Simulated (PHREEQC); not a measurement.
Solution (80 °C and 300 atm): 0.00034 mol/kgw PbCl2, 0.031 mol/kgw KNO3 and 0.016 mol/kgw Cu(NO3)2. Closed to the air; pH follows from the charge balance.

All values are PHREEQC results (ion-association model, phreeqc.dat), not measurements.

| Quantity | Value |
|---|---|
| pH | 4.05 |
| ionic strength | 0.0796 mol/kgw |
| specific conductance | 17100 µS/cm |
| density | 0.989 g/cm³ |

| species | molality | activity | log γ |
|---|---|---|---|
| NO3- | 0.0629 | 0.0474 | -0.123 |
| K+ | 0.0310 | 0.0237 | -0.117 |
| Cu+2 | 0.0158 | 0.00625 | -0.403 |
| Cl- | 0.000580 | 0.000444 | -0.116 |
| Pb+2 | 0.000239 | 8.70e-5 | -0.440 |
| H+ | 0.000107 | 8.81e-5 | -0.085 |
| PbNO3+ | 9.45e-5 | 7.34e-5 | -0.110 |
| CuCl+ | 9.44e-5 | 7.25e-5 | -0.115 |
| Cu2(OH)2+2 | 5.31e-5 | 1.93e-5 | -0.440 |
| PbCl+ | 5.90e-6 | 4.58e-6 | -0.110 |

This is a speciation only: nothing precipitates in the calculation. Species that the database lacks are ignored. Under pressure, the constants of complexes without a molar volume in the database are unreliable. Constants without temperature data keep their 25 °C values here.
